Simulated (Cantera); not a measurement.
Input: 1 mol CuO, 0.66 mol C, 0.41 mol H2, held at 1600 °C and 5.80 bar.

These are equilibrium values from Cantera (NASA tables, ideal gas, pure condensed phases), not measurements of a reactor. Candidate condensed phases: C, C6H6, C7H8, C8H18, Cu, CuO, Cu(OH)2, Cu2O, H2O; 113 gas species. The numbers say what is thermodynamically allowed, not how fast it happens.

Base state: CO 0.493, H2O 0.194, H2 0.189, CO2 0.123, Cu 0.000210, H 0.000116 (mole fractions); condensed: Cu(l).

What changes in the equilibrium state with this change: temperature from 1600 °C to 1875 °C?


| species | before | after |
|---|---|---|
| CO | 0.493 | 0.502 |
| H2O | 0.194 | 0.204 |
| H2 | 0.189 | 0.178 |
| CO2 | 0.123 | 0.113 |
| Cu | 0.000210 | 0.00266 |
| Cu2 | 5.44e-7 | 1.75e-5 |
| OH | 9.30e-6 | 0.000108 |
| H | 0.000116 | 0.000730 |
| Cu(l), mol | 1.000 | 0.997 |

What changes in the equilibrium state with this change: H2 from 0.41 to 6.8 mol?


```csv
species,before,after
H2,0.189,0.867
CO,0.493,0.0873
H2O,0.194,0.0445
CO2,0.123,0.00109
Cu,0.000210,0.000210
H,0.000116,0.000249
"Cu(l), mol",1.000,0.998
```
